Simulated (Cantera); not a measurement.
A Cantera script and its output.

```python
import numpy as np
import cantera as ct

gas = ct.Solution("h2o2.yaml")
gas.TPX = 425, 13000, {'H2': 1, 'O2': 0.909, 'N2': 3.42}
flame = ct.FreeFlame(gas, width=0.17)
flame.set_refine_criteria(ratio=3, slope=0.08, curve=0.16)
flame.transport_model = "mixture-averaged"
flame.solve(loglevel=0, auto=True)
z, T = flame.grid, flame.T
thick = (T[-1] - T[0]) / np.gradient(T, z).max()
show = ['H2', 'O2', 'H', 'H2O2', 'O', 'H2O']
print(f"laminar burning velocity  {flame.velocity[0] * 100:.3f} cm/s")
print(f"burnt temperature         {T[-1]:.1f} K")
print(f"thermal thickness         {thick * 1e3:.4f} mm")
print(f"grid points               {len(z)}")
z0 = z[flame.heat_release_rate.argmax()]
print(f"{'z/mm':>9s}{'T/K':>9s}{'u/(m/s)':>9s}" + "".join(f"{s:>11s}" for s in show))
rows = []
for k in (-3, -2, -1.5, -1, -0.5, -0.25, 0, 0.25, 0.5, 1, 2, 4, 8):
    zz = z0 + k * thick
    rows.append([k * thick, np.interp(zz, z, T), np.interp(zz, z, flame.velocity),
                 *(np.interp(zz, z, flame.X[gas.species_index(s)]) for s in show)])
    print(f"{rows[-1][0] * 1e3:9.3f}{rows[-1][1]:9.1f}{rows[-1][2]:9.3f}" + "".join(f"{x:11.3e}" for x in rows[-1][3:]))
```

Result:

```
laminar burning velocity  185.110 cm/s
burnt temperature         1834.0 K
thermal thickness         5.3599 mm
grid points               117
     z/mm      T/K  u/(m/s)         H2         O2          H       H2O2          O        H2O
  -16.080    425.0    1.851  1.877e-01  1.706e-01  3.001e-16  7.836e-15  2.259e-14  1.852e-12
  -10.720    425.0    1.851  1.876e-01  1.706e-01  2.821e-14  8.371e-13  1.981e-12  1.486e-10
   -8.040    425.0    1.851  1.876e-01  1.706e-01  9.894e-13  2.361e-11  4.016e-11  3.323e-09
   -5.360    425.0    1.851  1.874e-01  1.706e-01  1.300e-09  3.500e-09  2.902e-09  3.361e-07
   -2.680    443.2    1.914  1.797e-01  1.717e-01  5.297e-05  7.261e-06  3.941e-06  9.406e-04
   -1.340    643.1    2.714  1.466e-01  1.677e-01  3.327e-03  8.694e-06  1.275e-04  1.919e-02
    0.000    985.6    4.056  7.562e-02  1.402e-01  1.897e-02  9.241e-07  3.517e-03  8.269e-02
    1.340   1235.0    5.043  2.267e-02  1.008e-01  2.774e-02  1.262e-06  1.017e-02  1.502e-01
    2.680   1360.1    5.529  1.247e-02  8.991e-02  2.366e-02  9.963e-07  1.183e-02  1.684e-01
    5.360   1487.3    6.007  1.020e-02  8.650e-02  1.586e-02  5.888e-07  1.048e-02  1.772e-01
   10.720   1604.3    6.433  7.919e-03  8.478e-02  8.953e-03  3.062e-07  7.873e-03  1.851e-01
   21.440   1702.1    6.781  5.122e-03  8.396e-02  4.003e-03  1.600e-07  4.940e-03  1.925e-01
   42.880   1768.6    7.013  2.715e-03  8.394e-02  1.407e-03  8.987e-08  2.571e-03  1.982e-01
```

Cantera simulation using the H2/O2 subset of GRI-Mech 3.0, which has no nitrogen chemistry; the numbers are that mechanism's predictions, not measurements. Burning velocities carry a grid error of a few per cent, more on coarse grids. Lean hydrogen flames are cellular in practice and burn faster than this planar one.
